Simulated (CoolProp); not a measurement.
A simple Rankine cycle with dimethyl carbonate: condensing at 323.15 K, boiler at 0.613 MPa, turbine inlet 582.5 K, turbine efficiency 0.9, pump efficiency 0.6, no recuperator. Each further row changes one setting.

Computed with CoolProp (reference Helmholtz-energy equation of state, Zhou 2011).

| case | thermal efficiency (%) | net work (kJ/kg) | heat in (kJ/kg) | turbine exit temperature (K) | volume ratio over the turbine |
|---|---|---|---|---|---|
| as stated | [?] | 142 | 800 | [?] | [?] |
| condensing temperature 315.15 K | 19.2 | 156 | 815 | [?] | 32.5 |
| boiler pressure 0.429 MPa | 16.0 | [?] | 802 | 506.6 | 16.4 |
| turbine efficiency 0.8 | 15.8 | 126 | 800 | 506.6 | 23.8 |

Q: What belongs in the gaps?

A: 
- as stated, thermal efficiency (%): 17.8
- as stated, turbine exit temperature (K): 497.1
- as stated, volume ratio over the turbine: 23.3
- condensing temperature 315.15 K, turbine exit temperature (K): 488.7
- boiler pressure 0.429 MPa, net work (kJ/kg): 129
